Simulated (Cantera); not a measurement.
A Cantera script and its output.

```python
import numpy as np
import cantera as ct

gas = ct.Solution("gri30.yaml")
gas.TPX = 1475, 500000, {'CH4': 1, 'O2': 3.03, 'N2': 11.4, 'H2O': 0.81}
reactor = ct.IdealGasConstPressureReactor(gas, energy="on", clone=False)
net = ct.ReactorNet([reactor])
net.rtol, net.atol = 1e-08, 1e-16
show = ['CH4', 'O2', 'H2O', 'HCN', 'NO', 'C2H2']
times = np.geomspace(5e-06, 0.2, 12)

steps = ct.SolutionArray(gas, extra=["t"])
rows = []
print(f"{'t/s':>10s}{'T/K':>9s}{'P/Pa':>11s}" + "".join(f"{s:>11s}" for s in show))
for t in times:
    while net.time < t:
        t_next = net.step()
        steps.append(gas.state, t=t_next)
    rows.append([np.interp(t, steps.t, y) for y in (steps.T, steps.P, *steps(*show).X.T)])
    print(f"{t:10.3e}{rows[-1][0]:9.1f}{rows[-1][1]:11.4g}" + "".join(f"{x:11.3e}" for x in rows[-1][2:]))
rate = np.gradient(steps.T, steps.t)
print("integrator steps:", len(steps.t))
if steps.T.max() > steps.T[0] + 200:
    print(f"time of steepest temperature rise: {steps.t[rate.argmax()]:.4e} s")
gas.TPX = 1475, 500000, {'CH4': 1, 'O2': 3.03, 'N2': 11.4, 'H2O': 0.81}
gas.equilibrate("HP")
print(f"equilibrium (HP): T = {gas.T:.1f} K  " + "  ".join(f"{s} {gas[s].X[0]:.3e}" for s in show))
```

Output:

```
       t/s      T/K       P/Pa        CH4         O2        H2O        HCN         NO       C2H2
 5.000e-06   1475.0      5e+05  6.157e-02  1.866e-01  4.988e-02  2.627e-18  6.809e-16  8.729e-16
 1.310e-05   1475.0      5e+05  6.157e-02  1.866e-01  4.988e-02  2.225e-17  3.356e-15  6.709e-14
 3.433e-05   1475.0      5e+05  6.154e-02  1.866e-01  4.989e-02  2.497e-16  2.466e-14  7.485e-12
 8.997e-05   1475.6      5e+05  6.132e-02  1.864e-01  5.004e-02  4.445e-15  2.494e-13  1.328e-09
 2.357e-04   1484.1      5e+05  5.938e-02  1.852e-01  5.150e-02  1.237e-13  3.024e-12  1.885e-07
 6.178e-04   2580.3      5e+05  2.632e-17  6.256e-02  1.627e-01  1.368e-11  8.715e-04  2.601e-21
 1.619e-03   2575.1      5e+05  2.577e-17  6.093e-02  1.629e-01  2.083e-11  4.250e-03  2.453e-21
 4.242e-03   2567.1      5e+05  2.492e-17  5.847e-02  1.632e-01  2.980e-11  9.361e-03  2.232e-21
 1.112e-02   2562.6      5e+05  2.443e-17  5.707e-02  1.634e-01  3.410e-11  1.228e-02  2.110e-21
 2.913e-02   2562.2      5e+05  2.439e-17  5.696e-02  1.634e-01  3.441e-11  1.251e-02  2.101e-21
 7.632e-02   2562.2      5e+05  2.439e-17  5.696e-02  1.634e-01  3.441e-11  1.251e-02  2.101e-21
 2.000e-01   2562.2      5e+05  2.439e-17  5.696e-02  1.634e-01  3.441e-11  1.251e-02  2.101e-21
integrator steps: 1908
time of steepest temperature rise: 4.0233e-04 s
equilibrium (HP): T = 2562.2 K  CH4 3.405e-17  O2 5.696e-02  H2O 1.634e-01  HCN 3.441e-11  NO 1.251e-02  C2H2 2.369e-21
```

Computed with Cantera and GRI-Mech 3.0 (53 species, 325 reactions).
